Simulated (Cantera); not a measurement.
A closed system holds: 1 mol Ta2O5, 0.81 mol C, 7.4 mol H2, at 9.40 mbar.

Method: chemical equilibrium by Gibbs-energy minimisation in Cantera with the NASA 1993 tables (ideal gas, pure condensed phases). Candidate condensed phases: C, C6H6, C7H8, C8H18, H2O, Ta, TaC, Ta2O5; 113 gas species. Mutual solubility and eutectic melting of coexisting phases are not modelled. TaC: taken at fixed stoichiometry. Condensed phases not in the tables: Ta2C, N, O or C dissolved in the metal. Equilibrium is a limit: real reactors are often held back by kinetics, nucleation or transport.

x: gas mole fraction; n: condensed amount in mol.

```json
[
 {"T (K)": "1223", "x H2": "0.927", "x CO": "0.0724", "x H": "2.99e-6", "x H2O": "?", "x TaO2": "<1e-12", "x CO2": "1.93e-5", "x TaO": "<1e-12", "n TaC(s)": "0.232", "n Ta2O5(s)": "0.884", "n Ta(s)": "0"},
 {"T (K)": "1323", "x H2": "0.927", "x CO": "0.0724", "x H": "1.57e-5", "x H2O": "?", "x TaO2": "<1e-12", "x CO2": "1.91e-5", "x TaO": "<1e-12", "n TaC(s)": "0.233", "n Ta2O5(s)": "0.884", "n Ta(s)": "0"},
 {"T (K)": "1423", "x H2": "0.927", "x CO": "0.0723", "x H": "6.60e-5", "x H2O": "?", "x TaO2": "1.95e-11", "x CO2": "1.88e-5", "x TaO": "<1e-12", "n TaC(s)": "0.233", "n Ta2O5(s)": "0.884", "n Ta(s)": "0"},
 {"T (K)": "1523", "x H2": "0.927", "x CO": "0.0723", "x H": "0.000229", "x H2O": "?", "x TaO2": "7.34e-10", "x CO2": "1.87e-5", "x TaO": "2.55e-11", "n TaC(s)": "0.233", "n Ta2O5(s)": "0.884", "n Ta(s)": "0"},
 {"T (K)": "1623", "x H2": "0.926", "x CO": "0.0723", "x H": "0.000686", "x H2O": "?", "x TaO2": "1.74e-8", "x CO2": "1.85e-5", "x TaO": "1.05e-9", "n TaC(s)": "0.233", "n Ta2O5(s)": "0.883", "n Ta(s)": "0"},
 {"T (K)": "1723", "x H2": "0.925", "x CO": "0.0722", "x H": "0.00181", "x H2O": "?", "x TaO2": "2.83e-7", "x CO2": "1.84e-5", "x TaO": "2.80e-8", "n TaC(s)": "0.233", "n Ta2O5(s)": "0.883", "n Ta(s)": "0"},
 {"T (K)": "1823", "x H2": "0.923", "x CO": "0.0721", "x H": "0.00429", "x H2O": "?", "x TaO2": "3.34e-6", "x CO2": "1.83e-5", "x TaO": "5.15e-7", "n TaC(s)": "0.234", "n Ta2O5(s)": "0.883", "n Ta(s)": "0"},
 {"T (K)": "1923", "x H2": "0.891", "x CO": "0.0982", "x H": "0.00917", "x H2O": "?", "x TaO2": "2.77e-5", "x CO2": "2.95e-5", "x TaO": "5.35e-6", "n TaC(s)": "0", "n Ta2O5(s)": "0.836", "n Ta(s)": "0.328"},
 {"T (K)": "2023", "x H2": "0.882", "x CO": "0.0977", "x H": "0.0184", "x H2O": "?", "x TaO2": "0.000166", "x CO2": "4.23e-5", "x TaO": "3.17e-5", "n TaC(s)": "0", "n Ta2O5(s)": "0.834", "n Ta(s)": "0.330"}
]
```

### Question
Complete the blanks.

### Answer

- 1223, x H2O: 0.000362
- 1323, x H2O: 0.000453
- 1423, x H2O: 0.000547
- 1523, x H2O: 0.000642
- 1623, x H2O: 0.000735
- 1723, x H2O: 0.000827
- 1823, x H2O: 0.000914
- 1923, x H2O: 0.00115
- 2023, x H2O: 0.00178
